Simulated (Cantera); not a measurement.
## Adiabatic ignition

An adiabatic, constant-volume homogeneous reactor starts with CH4 : O2 : N2 = 1 : 5.56 : 20.9 (molar parts), equivalence ratio 0.36, at 1775 K and 27.6 atm.

Model: GRI-Mech 3.0 (53 species, 325 reactions), integrated in Cantera. The pressure lies above the range GRI-Mech 3.0 was tuned for (to about 10 atm).

| t (s) | T (K) | P (bar) | x CH4 | x O2 | x CH2O | x H2O | x HO2 |
|---|---|---|---|---|---|---|---|
| 2.00e-6 | 1775 | 28.0 | 0.0360 | 0.202 | 0.000109 | 0.000207 | 2.87e-5 |
| 5.41e-6 | 1816 | 28.7 | 0.0301 | 0.197 | 0.00177 | 0.00559 | 0.000242 |
| 1.46e-5 | 2677 | 42.4 | <1e-12 | 0.127 | 9.28e-12 | 0.0686 | 3.19e-5 |
| 3.95e-5 | 2674 | 42.3 | <1e-12 | 0.127 | 8.80e-12 | 0.0686 | 3.16e-5 |
| 0.000107 | 2668 | 42.2 | <1e-12 | 0.125 | 8.41e-12 | 0.0687 | 3.09e-5 |
| 0.000288 | 2655 | 42.0 | <1e-12 | 0.123 | 7.66e-12 | 0.0689 | 2.95e-5 |
| 0.000780 | 2637 | 41.7 | <1e-12 | 0.119 | 6.76e-12 | 0.0691 | 2.77e-5 |
| 0.00211 | 2628 | 41.6 | <1e-12 | 0.117 | 6.34e-12 | 0.0692 | 2.68e-5 |
| 0.00570 | 2627 | 41.6 | <1e-12 | 0.117 | 6.31e-12 | 0.0692 | 2.67e-5 |
| 0.0154 | 2627 | 41.6 | <1e-12 | 0.117 | 6.31e-12 | 0.0692 | 2.67e-5 |
| 0.0416 | 2627 | 41.6 | <1e-12 | 0.117 | 6.31e-12 | 0.0692 | 2.67e-5 |
| 0.112 | 2627 | 41.6 | <1e-12 | 0.117 | 6.31e-12 | 0.0692 | 2.67e-5 |
| 0.304 | 2627 | 41.6 | <1e-12 | 0.117 | 6.31e-12 | 0.0692 | 2.67e-5 |
| 0.821 | 2627 | 41.6 | <1e-12 | 0.117 | 6.31e-12 | 0.0692 | 2.67e-5 |
| 2.22 | 2627 | 41.6 | <1e-12 | 0.117 | 6.31e-12 | 0.0692 | 2.67e-5 |
| 6.00 | 2627 | 41.6 | <1e-12 | 0.117 | 6.31e-12 | 0.0692 | 2.67e-5 |
x: mole fraction; the columns are a selection and need not sum to one.

The time of steepest temperature rise comes out as 7.42 µs, the temperature at 6.00 s is 2627 K and the equilibrium temperature is 2627 K. The x(CH4) at 6.00 s is <1e-12 (gas-phase equilibrium <1e-12), the x(O2) at 6.00 s is 0.117 (gas-phase equilibrium 0.117) and the x(CH2O) at 6.00 s comes out as 6.31e-12 (gas-phase equilibrium 6.31e-12).
